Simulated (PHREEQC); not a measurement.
KBr is added in steps, without added water, to 1 kg of water holding 0.048 mol/kgw HCl, 0.0019 mol/kgw Li2SO4 and 0.00051 mol/kgw MgSO4, at 90 °C. Oxygen alone is held at its pressure in air (log pO2 = -0.68). No CO2 enters from the air. The run lets Brucite, Epsomite precipitate or redissolve, and no other solid.

Base run: PHREEQC, ion-association model, wateq4f.dat. Each further column changes one thing. The table gives KSO4- (mol/kgw).

| KBr added (mol) | base | HCl replaced by BaCl2 at the same molality | diluted 100-fold with water | no solid may form |
|---|---|---|---|---|
| 0 | 0 | 0 | 0 | 0 |
| 0.0096 | 1.40e-5 | 3.81e-9 | 2.03e-6 | 1.40e-5 |
| 0.0144 | 2.08e-5 | 5.77e-9 | 2.73e-6 | 2.08e-5 |
| 0.024 | 3.41e-5 | 9.83e-9 | 3.86e-6 | 3.41e-5 |
| 0.0288 | 4.06e-5 | ? | ? | 4.06e-5 |
| 0.0384 | 5.33e-5 | 1.62e-8 | ? | 5.33e-5 |
| 0.0432 | 5.95e-5 | 1.84e-8 | 5.46e-6 | 5.95e-5 |
| 0.0528 | 7.16e-5 | 2.29e-8 | 6.08e-6 | 7.16e-5 |
| 0.0576 | 7.76e-5 | ? | 6.35e-6 | 7.76e-5 |
| 0.0672 | 8.92e-5 | ? | 6.85e-6 | 8.92e-5 |
| 0.072 | 9.50e-5 | 3.23e-8 | ? | 9.50e-5 |
| 0.0816 | 0.000106 | 3.72e-8 | 7.50e-6 | 0.000106 |
| 0.0864 | 0.000112 | 3.96e-8 | 7.69e-6 | 0.000112 |
| 0.096 | 0.000123 | 4.47e-8 | ? | 0.000123 |

**Question.** Some entries are withheld; supply them.

**Answer.** 
- 0.0288, HCl replaced by BaCl2 at the same molality: 1.19e-8
- 0.0288, diluted 100-fold with water: 4.32e-6
- 0.0384, diluted 100-fold with water: 5.12e-6
- 0.0576, HCl replaced by BaCl2 at the same molality: 2.52e-8
- 0.0672, HCl replaced by BaCl2 at the same molality: 2.99e-8
- 0.072, diluted 100-fold with water: 7.08e-6
- 0.096, diluted 100-fold with water: 8.05e-6

At this temperature some constants are extrapolated from 25 °C, and those without enthalpy data are left unchanged. Solids allowed in the column 'HCl replaced by BaCl2 at the same molality': Barite, Brucite, Epsomite.
